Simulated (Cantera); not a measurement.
Silicon nitride deposition: trisilylamine + N2

Input: 1 mol trisilylamine, 3.2 mol N2, at 14.0 Pa.

Cantera equilibrium calculation (NASA polynomials, part measured and part estimated; ideal gas, pure solids and liquids). Candidate condensed phases: Si, Si3N4; 18 gas species. The feed counts by its element totals alone. The tables' values for SiN are old estimates; treat these amounts as uncertain. Gases not in the tables: Si2H6 and higher silanes. Rates play no part.

From 1523 K to 1673 K the condensed part is Si(s). From 1723 K to 1873 K the condensed part is Si(l). The main Si-bearing gas is Si throughout. The share of Si in condensed phases is highest at 1523 K (100.0 %) and lowest at 1873 K (80.5 %).

```csv
T (K),x H2,x N2,x Si,x H,x SiH,x Si2,n Si(s),n Si(l)
1523,0.548,0.451,0.000129,0.00145,3.30e-6,1.94e-7,3.00,0
1573,0.547,0.450,0.000393,0.00254,8.27e-6,8.25e-7,3.00,0
1623,0.545,0.450,0.00112,0.00431,1.96e-5,3.21e-6,2.99,0
1673,0.542,0.448,0.00298,0.00708,4.39e-5,1.15e-5,2.97,0
1723,0.536,0.445,0.00702,0.0113,8.75e-5,3.33e-5,0,2.94
1773,0.527,0.440,0.0152,0.0174,0.000161,8.46e-5,0,2.87
1823,0.511,0.431,0.0316,0.0262,0.000285,0.000204,0,2.72
1873,0.484,0.414,0.0630,0.0379,0.000483,0.000470,0,2.41
```
x: gas mole fraction; n: condensed amount in mol.
